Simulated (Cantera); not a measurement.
## Thermodynamics of carbon deposition, reforming and gasification, feed C₃H₆ + NH₃ + N₂

Input: 1 mol C₃H₆, 0.012 mol NH₃, 28 mol N₂, held at 1 atm.

Equilibrium computed with Cantera from the NASA thermochemical tables; the gas is ideal and each condensed phase is pure. Candidate condensed phases: C, C₆H₆, C₇H₈, C₈H₁₈; 92 gas species. Equilibrium is a limit: real reactors are often held back by kinetics, nucleation or transport.

| T (K) | x N₂ | x H₂ | x HCN | x H | x HNC | x CN | x C₂H₂ (acetylene) | n C(graphite) |
|---|---|---|---|---|---|---|---|---|
| 1423 | 0.903 | 0.0971 | 0.000177 | 2.06e-6 | 2.29e-6 | 1.29e-11 | 3.33e-7 | 2.99 |
| 1623 | 0.902 | 0.0969 | 0.000696 | 2.14e-5 | 1.70e-5 | 1.22e-9 | 3.38e-6 | 2.98 |
| 1823 | 0.902 | 0.0961 | 0.00202 | 0.000133 | 8.06e-5 | 4.21e-8 | 2.03e-5 | 2.93 |
| 2023 | 0.900 | 0.0944 | 0.00470 | 0.000580 | 0.000278 | 7.16e-7 | 8.43e-5 | 2.84 |
| 2223 | 0.897 | 0.0909 | 0.00926 | 0.00192 | 0.000757 | 7.26e-6 | 0.000264 | 2.67 |
| 2423 | 0.891 | 0.0850 | 0.0160 | 0.00513 | 0.00171 | 5.00e-5 | 0.000657 | 2.40 |
| 2623 | 0.883 | 0.0757 | 0.0245 | 0.0115 | 0.00329 | 0.000255 | 0.00134 | 2.03 |
| 2823 | 0.872 | 0.0630 | 0.0339 | 0.0221 | 0.00551 | 0.00103 | 0.00227 | 1.55 |
| 3023 | 0.856 | 0.0481 | 0.0422 | 0.0369 | 0.00811 | 0.00341 | 0.00320 | 0.952 |
x: gas mole fraction; n: condensed amount in mol.

From 1423 K to 3023 K the condensed part is C(graphite). The main C-bearing gas is HCN throughout. The share of C in condensed phases is highest at 1423 K (99.8 %) and lowest at 3023 K (31.7 %).
